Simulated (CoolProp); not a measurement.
Model: reference Helmholtz-energy equation of state, Setzmann 1991, in CoolProp.

Task: For methane, give the phase and the cv (kJ/(kg K)), Joule-Thomson coefficient (K/MPa) at 234.55 °C and 17.6 bar.

Result: 
- 234.55 °C and 17.6 bar: gas; cv 2.41, Joule-Thomson coefficient 1.13
